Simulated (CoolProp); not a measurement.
Saturated liquid density (kg/m³) of propane: the reference equation beside estimates from Tc = 369.9 K, pc = 42.51 bar, ω = 0.152. Rackett uses Z = 0.29056 − 0.08775 ω.

The numbers come from the reference Helmholtz-energy equation of state, Lemmon 2009 in CoolProp.

| T (K) | reference | Rackett | van der Waals | Redlich-Kwong |
|---|---|---|---|---|
| 174.7 | [?] | 640.3 | 405.7 | 603.3 |
| 192.1 | 623.9 | 622.5 | 395.2 | 586.1 |
| 209.5 | 605.1 | 604.0 | 384.1 | 567.4 |
| 226.9 | 585.6 | 584.6 | 372.3 | 547.1 |
| 244.3 | 565.3 | 564.2 | 359.5 | 524.8 |
| 261.7 | 543.7 | 542.4 | 345.6 | 500.3 |
| 279.1 | 520.4 | 519.0 | 330.4 | 473.2 |
| 296.5 | 494.9 | 493.4 | 313.5 | 442.8 |
| 313.9 | [?] | [?] | [?] | 408.2 |
| 331.3 | 432.1 | 430.8 | 271.7 | 367.6 |
| 348.7 | 387.8 | 387.5 | [?] | 316.7 |

Some entries are withheld; supply them.


- 174.7, reference: 642.1
- 313.9, reference: 466.1
- 313.9, Rackett: 464.6
- 313.9, van der Waals: 294.3
- 348.7, van der Waals: 243.0

Absolute difference from the reference over all 11 rows, mean and median: Rackett 0.2 and 0.2 %, van der Waals 36.7 and 36.7 %, Redlich-Kwong 9.6 and 8.0 %.
